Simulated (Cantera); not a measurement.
A Cantera script and what it prints.

```python
import numpy as np
import cantera as ct

gas_names = """
    O PbI2 I2
""".split()
cond_names = """
    PbO(rd) PbO(yw) PbO(L)
""".split()


# ... load() reads the species with a 1 bar reference pressure and builds the phases ...
species = {s.name: s for s in load("nasa_gas.yaml", gas_names) + load("nasa_condensed.yaml", cond_names)}
# Each term lists the table entries of one substance; the one whose range holds T is used.
reactions = {
    'O(g) + PbI2(g) = PbO + I2(g)':
        [(-1, ['O']), (-1, ['PbI2']), (1, ['PbO(rd)', 'PbO(yw)', 'PbO(L)']), (1, ['I2'])],
}


def pick(names, T):
    return next(species[n] for n in names if species[n].thermo.min_temp <= T <= species[n].thermo.max_temp)


results = []
for label, terms in reactions.items():
    print(label)
    print("     T/K   dH/kJ  dS/(J/K)   dG/kJ   log10 K")
    for T in [2123, 2148, 2173, 2198, 2223, 2248, 2273]:
        used = [(nu, pick(names, T)) for nu, names in terms]
        dH = sum(nu * s.thermo.h(T) for nu, s in used) / 1e6
        dS = sum(nu * s.thermo.s(T) for nu, s in used) / 1e3
        dG = dH - T * dS / 1e3
        logK = -dG * 1e6 / (ct.gas_constant * T * np.log(10))
        results.append((label, T, dH, dS, dG, logK, [s.name for _, s in used]))
        print(f"{T:8g} {dH:8.1f} {dS:8.1f} {dG:8.1f} {logK:8.2f}")
```

Result:

```
O(g) + PbI2(g) = PbO + I2(g)
     T/K   dH/kJ  dS/(J/K)   dG/kJ   log10 K
    2123   -340.9   -139.4    -44.9     1.11
    2148   -340.2   -139.1    -41.4     1.01
    2173   -339.6   -138.8    -38.0     0.91
    2198   -338.9   -138.5    -34.5     0.82
    2223   -338.2   -138.2    -31.1     0.73
    2248   -337.6   -137.9    -27.6     0.64
    2273   -336.9   -137.6    -24.2     0.56
```

Cantera with NASA thermochemical tables; ideal gases at 1 bar, condensed phases pure. Condensed species are held in their standard states even where they would react or evaporate.
